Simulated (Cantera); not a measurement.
**Thermodynamics of thermal oxidation and active oxidation of silicon, feed Si + H₂O + N₂**

A closed system holds: 1 mol Si, 0.002 mol H₂O, 7 mol N₂, at 2100 K.

Method: chemical equilibrium by Gibbs-energy minimisation in Cantera with the NASA 1993 tables (ideal gas, pure condensed phases). Candidate condensed phases: H₂O, Si, SiO₂, Si₂N₂O, Si₃N₄; 35 gas species. The tables' values for SiN are old estimates; treat these amounts as uncertain. Kinetics and transport are ignored.

```csv
P (Pa),x N₂,x Si,x Si₂,x SiN,x H,x Si₂N,x SiO,x H₂,n Si(l),n Si₃N₄(s)
0.100,0.875,0.125,1.52e-6,2.42e-5,0.000500,2.71e-8,0.000250,2.57e-8,0,0
2.50,0.875,0.124,3.78e-5,0.000121,0.000498,3.38e-6,0.000250,6.39e-7,0,0
63,0.876,0.121,0.000907,0.000592,0.000466,0.000407,0.000250,1.41e-5,0,0
1600,0.990,0.00834,0.000109,0.000218,0.000287,0.000261,0.000283,0.000136,0.932,0
40000,0.999,0.000334,4.35e-6,4.37e-5,7.72e-5,5.25e-5,0.000285,0.000246,0.995,0
1000000,0.999,1.98e-6,3.84e-9,1.30e-6,1.73e-5,2.32e-7,0.000316,0.000307,0,0.333
```
x: gas mole fraction; n: condensed amount in mol.

From 0.000750 Torr to 0.473 Torr nothing is condensed. From 12.0 Torr to 300 Torr the condensed part is Si(l). At 7500 Torr the condensed part is Si₃N₄(s). The main Si-bearing gas is Si at 0.000750 Torr and SiO at 7500 Torr.
